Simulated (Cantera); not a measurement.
Mixture: CH4 : H2 : O2 : N2 : H2O = 1 : 1.3 : 2.65 : 9.96 : 3 (molar parts), equivalence ratio 1.0, at 10.0 bar, adiabatic and at constant pressure. Ignition delay is the time to a rise of 400 K.

Cantera simulation using GRI-Mech 3.0 (53 species, 325 reactions); the numbers are that mechanism's predictions, not measurements.

Question: What does this change do: CH4 1 to 1.8 parts?

Answer: 
```tsv
quantity	before	after
delay at 1250 K	0.209 ms	0.257 ms
delay at 1450 K	31.0 µs	58.7 µs
delay at 1650 K	9.40 µs	18.5 µs
delay at 1850 K	3.64 µs	6.39 µs
delay at 2050 K	1.67 µs	2.54 µs
apparent activation energy between 1950 and 2150 K	120 kJ/mol	150 kJ/mol
```
